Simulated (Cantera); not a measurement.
A closed system holds: 1 mol SiC, 0.2 mol CO₂, 45 mol H₂, 0.0016 mol O₂, at 1575 °C and 101000 Pa.

These are equilibrium values from Cantera (NASA tables, ideal gas, pure condensed phases), not measurements of a reactor. Candidate condensed phases: C, C₆H₆, C₇H₈, C₈H₁₈, H₂O, Si, SiC, SiO₂; 123 gas species. Kinetics and transport are ignored.

Base state: H₂ 0.990, CO 0.00659, SiO 0.00228, H 0.000525, CH₄ 8.88e-5, H₂O 1.10e-5 (mole fractions); condensed: SiC(s).

Q: What changes in the equilibrium state with this change: pressure from 101000 Pa to 0.140 Pa?

A: 
| species | before | after |
|---|---|---|
| H₂ | 0.990 | 0.621 |
| H | 0.000525 | 0.354 |
| Si | 1.36e-6 | 0.0173 |
| SiC₂ | <1e-9 | 0.000332 |
| CH₄ | 8.88e-5 | <1e-9 |
| SiC(s), mol | 0.896 | 0 |
| C(graphite), mol | 0 | 0.740 |

Q: What changes in the equilibrium state with this change: O₂ from 0.0016 to 0.034 mol?

A: 
| species | before | after |
|---|---|---|
| H₂ | 0.990 | 0.989 |
| CO | 0.00659 | 0.00730 |
| SiO | 0.00228 | 0.00298 |
| H₂O | 1.10e-5 | 1.32e-5 |
| CH₄ | 8.88e-5 | 8.15e-5 |
| H | 0.000525 | 0.000524 |
| SiC(s), mol | 0.896 | 0.864 |
